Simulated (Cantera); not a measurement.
A Cantera script and what it prints.

```python
import numpy as np
import cantera as ct

gas_names = [...]  # 123 gases of nasa_gas.yaml made of C, H, O, Si
cond_names = """
    C(gr) C6H6(L) C7H8(L) C8H18(L),n-octa H2O(s) H2O(L) Si(cr) Si(L) SiC(b) SiO2(Lqz) SiO2(hqz) SiO2(L)
""".split()


# ... load() reads the species with a 1 bar reference pressure and builds the phases ...
atoms = {
    'HMDSO': {'Si': 2, 'C': 6, 'H': 18, 'O': 1},
    'CO2': {'C': 1, 'O': 2},
    'H2': {'H': 2},
    'O3': {'O': 3},
}
top_T = {'C(gr)': 4500, 'SiC(b)': 3050}  # K; cautious upper limits of use, not melting points


# ... equilibrate(T, P, feed) seeds the gas with the atoms and calls Mixture.equilibrate('TP', solver="vcs", rtol=1e-11, max_steps=5000) ...
results = []
T = 1725  # K
P = 1333.22  # Pa
for m in [1.4, 2.2, 2.9, 3.7, 4.5, 5.3, 6.1, 6.8, 7.6, 8.4, 9.2, 10, 11]:
    feed = {'HMDSO': 1, 'CO2': m, 'H2': 19, 'O3': 0.68}  # mol
    mix = equilibrate(T, P, feed)
    results.append((T, P, feed, dict(zip(mix.species_names, mix.species_moles))))

top = {s: max(r[3][s] / sum(r[3][g] for g in gas_names) for r in results) for s in gas_names}
cols = sorted((s for s in top if top[s] > 0.001), key=lambda s: -top[s])[:9]
seen = [c for c in cond_names if any(r[3].get(c, 0) > 1e-12 for r in results)]
print("log10 of partial pressures in bar; condensed amounts in mol")
print(f"{'n(CO2)':>10s}" + "".join(f"{s[:9]:>10s}" for s in cols + seen))
for T, P, feed, n in results:
    ng = sum(n[g] for g in gas_names)
    print(f"{feed['CO2']:10.4g}" + "".join(f"{np.log10(max(n[s] / ng * P / 1e5, 1e-99)):10.3f}" for s in cols)
          + "".join(f"{n.get(c, 0):10.4g}" for c in seen))
```

Result:

```
log10 of partial pressures in bar; condensed amounts in mol
    n(CO2)        H2        CO       H2O       SiO       CO2         H    SiC(b)   SiO2(L)
       1.4    -1.958    -2.655    -7.516    -4.062    -8.760    -4.710      1.78         0
       2.2    -1.978    -2.591    -7.290    -3.633    -8.449    -4.720      1.38         0
       2.9    -1.995    -2.546    -7.195    -3.455    -8.292    -4.729      1.03         0
       3.7    -2.013    -2.503    -7.126    -3.324    -8.162    -4.738    0.6298         0
       4.5    -2.031    -2.466    -7.079    -3.230    -8.060    -4.747    0.2298         0
       5.3    -2.042    -2.435    -5.104    -3.261    -6.044    -4.752         0     0.313
       6.1    -2.042    -2.406    -4.837    -3.529    -5.747    -4.752         0      1.09
       6.8    -2.045    -2.383    -4.369    -3.999    -5.253    -4.753         0     1.691
       7.6    -2.058    -2.364    -3.704    -4.678    -4.556    -4.760         0     1.934
       8.4    -2.077    -2.351    -3.396    -5.004    -4.217    -4.769         0     1.968
       9.2    -2.096    -2.338    -3.222    -5.197    -4.011    -4.779         0     1.979
        10    -2.115    -2.327    -3.104    -5.334    -3.863    -4.788         0     1.985
        11    -2.138    -2.315    -2.996    -5.465    -3.719    -4.800         0     1.988
```

Cantera equilibrium calculation (NASA polynomials, part measured and part estimated; ideal gas, pure solids and liquids). The feed counts by its element totals alone. The tables hold silica as quartz up to 1696 K and as liquid above; real silica turns to tridymite and cristobalite and melts near 1996 K.
